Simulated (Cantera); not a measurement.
A freely propagating, adiabatic, planar premixed flame of 8.91 % CH3OH, 16.0 % O2, 75.0 % N2, equivalence ratio 0.83, unburnt at 423 K and 0.158 atm; mixture-averaged transport, grid criteria slope 0.08 and curve 0.16, no radiation.

Computed with Cantera and GRI-Mech 3.0 (53 species, 325 reactions). GRI-Mech 3.0 was tuned for natural gas; its chemistry of methanol as a main component is partial and can be far from experiment. Burning velocities carry a grid error of a few per cent, more on coarse grids.

x: mole fraction of selected species; z is measured from the peak of heat release.

| z (mm) | T (K) | u (m/s) | x CH3OH | x O2 | x HCO | x C2H6 | x NO | x CH4 |
|---|---|---|---|---|---|---|---|---|
| -6.74 | 423 | 0.540 | 0.0890 | 0.160 | <1e-8 | <1e-8 | <1e-8 | … |
| -4.49 | 426 | 0.544 | 0.0888 | 0.160 | <1e-8 | <1e-8 | <1e-8 | … |
| -3.37 | 437 | 0.560 | 0.0883 | 0.159 | <1e-8 | <1e-8 | <1e-8 | … |
| -2.25 | 507 | 0.655 | 0.0848 | 0.153 | <1e-8 | <1e-8 | <1e-8 | … |
| -1.12 | 831 | 1.10 | 0.0629 | 0.127 | 1.42e-8 | 3.07e-8 | 4.84e-8 | … |
| -0.562 | 1157 | 1.56 | 0.0345 | 0.0994 | 5.49e-6 | 7.40e-8 | 1.91e-7 | … |
| 0 | 1500 | 2.06 | 0.00440 | 0.0685 | 0.000119 | 8.22e-8 | 4.78e-7 | … |
| 0.562 | 1596 | 2.20 | 2.89e-5 | 0.0511 | 7.75e-6 | <1e-8 | 7.72e-7 | … |
| 1.12 | 1623 | 2.23 | 3.95e-8 | 0.0432 | 5.12e-8 | <1e-8 | 1.08e-6 | … |
| 2.25 | 1659 | 2.26 | <1e-8 | 0.0378 | 1.05e-8 | <1e-8 | 1.71e-6 | <1e-8 |
| 4.49 | 1705 | 2.31 | <1e-8 | 0.0350 | <1e-8 | <1e-8 | 2.83e-6 | <1e-8 |
| 8.99 | 1763 | 2.38 | <1e-8 | 0.0330 | <1e-8 | <1e-8 | 4.56e-6 | <1e-8 |
| 18.0 | 1826 | 2.46 | <1e-8 | 0.0309 | <1e-8 | <1e-8 | 7.09e-6 | <1e-8 |

Q: Complete the blanks.

A: 
- -6.74, x CH4: 1.25e-8
- -4.49, x CH4: 1.28e-7
- -3.37, x CH4: 5.74e-7
- -2.25, x CH4: 3.20e-6
- -1.12, x CH4: 1.54e-5
- -0.562, x CH4: 2.82e-5
- 0, x CH4: 3.33e-5
- 0.562, x CH4: 6.73e-6
- 1.12, x CH4: 4.60e-7
